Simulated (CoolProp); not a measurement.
A simple Rankine cycle with methanol: condensing at 320.15 K, boiler at 4.35 MPa, turbine inlet 482.4 K, turbine efficiency 0.9, pump efficiency 0.7, no recuperator. Each further row changes one setting.

The numbers come from the reference Helmholtz-energy equation of state, de Reuck 1993 in CoolProp.

```
case                             thermal efficiency (%)  net work (kJ/kg)  heat in (kJ/kg)  turbine exit temperature (K)  volume ratio over the turbine
-------------------------------  ----------------------  ----------------  ---------------  ----------------------------  -----------------------------
as stated                                          24.2               289             1190                         320.1                           69.9
turbine inlet 502.4 K                              24.7               321             1300                         320.1                           63.1
condensing temperature 312.15 K                    25.4               309             1220                         312.2                           97.7
boiler pressure 3.04 MPa                           23.3               301             1290                         320.1                           44.0
turbine efficiency 0.8                             21.4               256             1190                         320.1                           72.4
```

The expansion ends wet for: as stated; turbine inlet 502.4 K; condensing temperature 312.15 K; boiler pressure 3.04 MPa; turbine efficiency 0.8.
